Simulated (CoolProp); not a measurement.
Vapour-liquid equilibrium of ethane (1) + hydrogen sulfide (2) at 0.171 MPa; x and y are mole fractions of (1).

Model: multi-fluid Helmholtz-energy mixture model, Bücker 2006 and Lemmon 2006; pair parameters Kunz 2012, in CoolProp.

**Question.** Give the bubble temperature and the first vapour's composition at x = 0.05, 0.35, 0.55. Is there an azeotrope?

**Answer.** x = 0.05: 209.9 K, y = 0.504; x = 0.35: 196.3 K, y = 0.791; x = 0.55: 195.9 K, y = 0.799. y crosses x between x = 0.85 and 0.95: the model has an azeotrope there.

The pair parameters rest on a limited set of measurements; away from them the model extrapolates. With so large a gap from Raoult's law the liquid may split in two, which this calculation doesn't test in full.
